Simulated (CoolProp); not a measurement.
Computed with CoolProp (reference Helmholtz-energy equation of state, Span 1996).

Problem. For carbon dioxide, give the phase and the speed of sound (m/s) at 315.7 K and 1.81 bar; 315.7 K and 21.4 bar.

Solution. 
- 315.7 K and 1.81 bar: gas; speed of sound 275
- 315.7 K and 21.4 bar: gas; speed of sound 262
